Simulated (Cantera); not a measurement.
What does this Cantera script print?

```python
import numpy as np
import cantera as ct

gas_names = """
    N NO NO2 NO3 N2 N2O O O2 O3 Pb PbO Pb2
""".split()
cond_names = """
    Pb(cr) Pb(L) PbO(rd) PbO(yw) PbO(L) PbO2(s) Pb3O4(s)
""".split()


# ... load() reads the species with a 1 bar reference pressure and builds the phases ...
atoms = {
    'PbO': {'Pb': 1, 'O': 1},
    'O2': {'O': 2},
    'N2': {'N': 2},
}
top_T = {'Pb3O4(s)': 820}  # K; cautious upper limits of use, not melting points


# ... equilibrate(T, P, feed) seeds the gas with the atoms and calls Mixture.equilibrate('TP', solver="vcs", rtol=1e-11, max_steps=5000) ...
results = []
feed = {'PbO': 1, 'O2': 0.015, 'N2': 3.6}  # mol
P = 1333.22  # Pa
for T in [548, 598, 648, 698, 748, 798, 848, 898, 948, 998, 1048, 1098, 1148, 1198]:
    mix = equilibrate(T, P, feed)
    results.append((T, P, feed, dict(zip(mix.species_names, mix.species_moles))))

top = {s: max(r[3][s] / sum(r[3][g] for g in gas_names) for r in results) for s in gas_names}
cols = sorted((s for s in top if top[s] > 1e-05), key=lambda s: -top[s])[:9]
seen = [c for c in cond_names if any(r[3].get(c, 0) > 1e-12 for r in results)]
print("log10 of partial pressures in bar; condensed amounts in mol")
print(f"{'T/K':>10s}" + "".join(f"{s[:9]:>10s}" for s in cols + seen))
for T, P, feed, n in results:
    ng = sum(n[g] for g in gas_names)
    print(f"{T:10.4g}" + "".join(f"{np.log10(max(n[s] / ng * P / 1e5, 1e-99)):10.3f}" for s in cols)
          + "".join(f"{n.get(c, 0):10.4g}" for c in seen))
```

Result:

```
log10 of partial pressures in bar; condensed amounts in mol
       T/K        N2       PbO        O2        Pb        NO   PbO(rd)   PbO(yw)    PbO(L)
       548    -1.877   -18.663    -4.257   -26.443   -11.117         1         0         0
       598    -1.877   -16.391    -4.257   -23.172   -10.390         1         0         0
       648    -1.877   -14.476    -4.257   -20.412    -9.774         1         0         0
       698    -1.877   -12.841    -4.257   -18.053    -9.246         1         0         0
       748    -1.877   -11.430    -4.257   -16.014    -8.789         1         0         0
       798    -1.877   -10.201    -4.257   -14.235    -8.390         0         1         0
       848    -1.877    -9.120    -4.257   -12.670    -8.037         0         1         0
       898    -1.877    -8.163    -4.257   -11.282    -7.723         0         1         0
       948    -1.877    -7.310    -4.257   -10.043    -7.443         0         1         0
       998    -1.877    -6.545    -4.257    -8.931    -7.191         0    0.9999         0
      1048    -1.877    -5.856    -4.258    -7.927    -6.963         0    0.9996         0
      1098    -1.877    -5.232    -4.258    -7.017    -6.755         0    0.9984         0
      1148    -1.878    -4.664    -4.256    -6.189    -6.565         0    0.9939         0
      1198    -1.879    -4.184    -4.248    -5.474    -6.388         0         0    0.9812
```

These are equilibrium values from Cantera (NASA tables, ideal gas, pure condensed phases), not measurements of a reactor.
